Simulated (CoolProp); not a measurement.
Properties of R125 along the isobar 0.101 MPa (Tc = 339.2 K, pc = 3.618 MPa, ω = 0.305).

Values from CoolProp's reference Helmholtz-energy equation of state, Lemmon 2005.

```
T (K)  phase  density (kg/m³)  speed of sound (m/s)  viscosity (µPa s)  conductivity (mW/(m K))
-----  -----  ---------------  --------------------  -----------------  -----------------------
289.2    gas            5.128                 146.4               12.6                     13.3
294.5    gas            5.030                 147.7               12.8                     13.7
299.8    gas            4.937                 149.1               13.0                     14.1
305.2    gas            4.845                 150.5               13.3                     14.5
310.5    gas            4.758                 151.8               13.5                     15.0
315.8    gas            4.675                 153.1               13.7                     15.4
321.1    gas            4.594                 154.4               13.9                     15.8
326.5    gas            4.515                 155.7               14.2                     16.2
331.8    gas            4.440                 157.0               14.4                     16.6
337.1    gas            4.368                 158.2               14.6                     17.0
342.5    gas            4.297                 159.5               14.8                     17.4
347.8    gas            4.229                 160.7               15.0                     17.9
353.1    gas            4.164                 161.9               15.2                     18.3
```

Viscosity comes from a separate model (Huber 2006). Thermal conductivity comes from a separate model (Perkins 2006).
